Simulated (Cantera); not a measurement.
A Cantera script and what it prints.

```python
import numpy as np
import cantera as ct

gas_names = [...]  # 121 gases of nasa_gas.yaml made of Al, C, H, O
cond_names = """
    AL(cr) AL(L) AL2O3(a) AL2O3(L) C(gr) C6H6(L) C7H8(L) C8H18(L),n-octa H2O(s) H2O(L)
""".split()


# ... load() reads the species with a 1 bar reference pressure and builds the phases ...
atoms = {
    'Al(CH3)3': {'AL': 1, 'C': 3, 'H': 9},
    'O2': {'O': 2},
    'H2': {'H': 2},
}
top_T = {'C(gr)': 4500}  # K; cautious upper limits of use, not melting points


# ... equilibrate(T, P, feed) seeds the gas with the atoms and calls Mixture.equilibrate('TP', solver="vcs", rtol=1e-11, max_steps=5000) ...
results = []
feed = {'Al(CH3)3': 1, 'O2': 14, 'H2': 16}  # mol
T = 1750  # K
P = 24  # Pa
mix = equilibrate(T, P, feed)
results.append((T, P, feed, dict(zip(mix.species_names, mix.species_moles))))
x = sorted(zip(gas.X, gas.species_names), reverse=True)
print(f"T = {T:g} K  P = {P:g} Pa  gas = {mix.phase_moles(0):.4g} mol")
print("   x: " + "  ".join(f"{s} {v:.3e}" for v, s in x if v > 1e-05))
print("   condensed (mol): " + ("  ".join(f"{mix.phase(i).name} {mix.phase_moles(i):.4g}"
      for i in range(1, mix.n_phases) if mix.phase_moles(i) > 1e-12) or "none"))
```

Result:

```
T = 1750 K  P = 24 Pa  gas = 23.88 mol
   x: H2O 8.379e-01  CO2 1.171e-01  H2 1.684e-02  O2 1.149e-02  CO 8.520e-03  OH 5.684e-03  H 1.948e-03  O 5.175e-04
   condensed (mol): AL2O3(a) 0.5
```

Equilibrium computed with Cantera from the NASA thermochemical tables; the gas is ideal and each condensed phase is pure. The feed counts by its element totals alone.
